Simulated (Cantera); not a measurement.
Input (Python, Cantera) and output of one run.

```python
import numpy as np
import cantera as ct

gas_names = """
    H HNO HNO2 HNO3 HO2 H2 H2O H2O2 N NH NH2 NH3 NH2OH NO NO2 NO3 N2 N2H2 N2H4 N2O O OH O2 O3 Si SiH
    SiH2 SiH3 SiH4 SiN SiO SiO2 Si2 Si2N Si3
""".split()
cond_names = """
    H2O(s) H2O(L) Si(cr) Si(L) SiO2(Lqz) SiO2(hqz) SiO2(L) Si2N2O(s) Si3N4(a)
""".split()


# ... load() reads the species with a 1 bar reference pressure and builds the phases ...
atoms = {
    'Si2H6': {'Si': 2, 'H': 6},
    'NO': {'N': 1, 'O': 1},
    'H2': {'H': 2},
}
top_T = {'Si2N2O(s)': 2100, 'Si3N4(a)': 2400}  # K; cautious upper limits of use, not melting points


# ... equilibrate(T, P, feed) seeds the gas with the atoms and calls Mixture.equilibrate('TP', solver="vcs", rtol=1e-11, max_steps=5000) ...
results = []
feed = {'Si2H6': 1, 'NO': 0.68, 'H2': 0.38}  # mol
T = 1973.15  # K
P = 21000  # Pa
mix = equilibrate(T, P, feed)
results.append((T, P, feed, dict(zip(mix.species_names, mix.species_moles))))
x = sorted(zip(gas.X, gas.species_names), reverse=True)
print(f"T = {T:g} K  P = {P:g} Pa  gas = {mix.phase_moles(0):.4g} mol")
print("   x: " + "  ".join(f"{s} {v:.3e}" for v, s in x if v > 0.001))
print("   condensed (mol): " + ("  ".join(f"{mix.phase(i).name} {mix.phase_moles(i):.4g}"
      for i in range(1, mix.n_phases) if mix.phase_moles(i) > 1e-12) or "none"))
```

It prints:

```
T = 1973.15 K  P = 21000 Pa  gas = 4.326 mol
   x: H2 7.800e-01  SiO 1.479e-01  N2 6.926e-02  H 2.603e-03
   condensed (mol): Si(L) 1.278  Si2N2O(s) 0.04036
```

Method: chemical equilibrium by Gibbs-energy minimisation in Cantera with the NASA 1993 tables (ideal gas, pure condensed phases). The feed counts by its element totals alone. Mutual solubility and eutectic melting of coexisting phases are not modelled. Gases not in the tables: Si2H6 and higher silanes.
